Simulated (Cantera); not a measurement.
Input (Python, Cantera) and output of one run.

```python
import numpy as np
import cantera as ct

gas_names = [...]  # 123 gases of nasa_gas.yaml made of C, H, O, Si
cond_names = """
    C(gr) C6H6(L) C7H8(L) C8H18(L),n-octa H2O(s) H2O(L) Si(cr) Si(L) SiC(b) SiO2(Lqz) SiO2(hqz) SiO2(L)
""".split()


# ... load() reads the species with a 1 bar reference pressure and builds the phases ...
atoms = {
    'Si': {'Si': 1},
    'CO2': {'C': 1, 'O': 2},
    'H2': {'H': 2},
    'H2O': {'H': 2, 'O': 1},
}
top_T = {'C(gr)': 4500, 'SiC(b)': 3050}  # K; cautious upper limits of use, not melting points


# ... equilibrate(T, P, feed) seeds the gas with the atoms and calls Mixture.equilibrate('TP', solver="vcs", rtol=1e-11, max_steps=5000) ...
results = []
feed = {'Si': 1, 'CO2': 0.01, 'H2': 1.1, 'H2O': 0.86}  # mol
P = 84  # Pa
for T in [1225, 1300, 1375, 1450, 1525, 1600, 1675, 1750]:
    mix = equilibrate(T, P, feed)
    results.append((T, P, feed, dict(zip(mix.species_names, mix.species_moles))))

top = {s: max(r[3][s] / sum(r[3][g] for g in gas_names) for r in results) for s in gas_names}
cols = sorted((s for s in top if top[s] > 1e-05), key=lambda s: -top[s])[:9]
seen = [c for c in cond_names if any(r[3].get(c, 0) > 1e-12 for r in results)]
print("log10 of partial pressures in bar; condensed amounts in mol")
print(f"{'T/K':>10s}" + "".join(f"{s[:9]:>10s}" for s in cols + seen))
for T, P, feed, n in results:
    ng = sum(n[g] for g in gas_names)
    print(f"{T:10.4g}" + "".join(f"{np.log10(max(n[s] / ng * P / 1e5, 1e-99)):10.3f}" for s in cols)
          + "".join(f"{n.get(c, 0):10.4g}" for c in seen))
```

Output:

```
log10 of partial pressures in bar; condensed amounts in mol
       T/K        H2       SiO         H        CO        Si       SiH      SiH2    Si(cr)     Si(L)    SiC(b) SiO2(hqz)
      1225    -3.076    -5.964    -8.044    -8.058   -11.461   -11.891   -10.787    0.5488         0   0.00998    0.4387
      1300    -3.080    -5.118    -7.496    -7.047   -10.364   -10.984   -10.196    0.5414         0  0.009789    0.4309
      1375    -3.099    -4.367    -7.015    -6.148    -9.387   -10.186    -9.687    0.4997         0  0.008249    0.3862
      1450    -3.197    -3.695    -6.623    -5.490    -8.512    -9.512    -9.311    0.2534         0         0    0.1234
      1525    -3.237    -3.590    -6.245    -5.529    -7.724    -8.880    -8.924    0.1299         0         0         0
      1600    -3.238    -3.590    -5.883    -5.529    -7.011    -8.292    -8.538    0.1296         0         0         0
      1675    -3.239    -3.590    -5.555    -5.530    -6.363    -7.757    -8.188    0.1284         0         0         0
      1750    -3.241    -3.592    -5.254    -5.532    -5.824    -7.323    -7.922         0    0.1246         0         0
```

These are equilibrium values from Cantera (NASA tables, ideal gas, pure condensed phases), not measurements of a reactor. Mutual solubility and eutectic melting of coexisting phases are not modelled. The tables hold silica as quartz up to 1696 K and as liquid above; real silica turns to tridymite and cristobalite and melts near 1996 K. Gases not in the tables: Si2H6 and higher silanes.
